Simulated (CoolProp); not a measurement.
Vapour-liquid equilibrium of benzene (1) + n-decane (2) at 0.00483 MPa; x and y are mole fractions of (1).

The numbers come from the multi-fluid Helmholtz-energy mixture model, Thol 2012 and Lemmon 2006; pair parameters Bell 2016 in CoolProp.

```
x     bubble temperature (K)  y at the bubble point  dew temperature at overall composition x (K)  liquid density (mol/L)
----  ----------------------  ---------------------  --------------------------------------------  ----------------------
0.05                   335.3                  0.663                                         355.8                   5.050
0.2                    306.6                  0.946                                         352.2                   5.724
0.35                   295.3                  0.979                                         347.9                   6.408
0.5                    289.3                  0.989                                         342.7                   7.192
0.65                   285.5                  0.994                                         336.0                   8.136
0.8                    282.5                  0.997                                         326.2                   9.314
0.95                   279.8                  0.999                                         305.7                   10.83
```

No azeotrope shows between x = 0.05 and 0.95.

Pair parameters are fitted to limited data, so mixtures are less certain than the pure fluids.
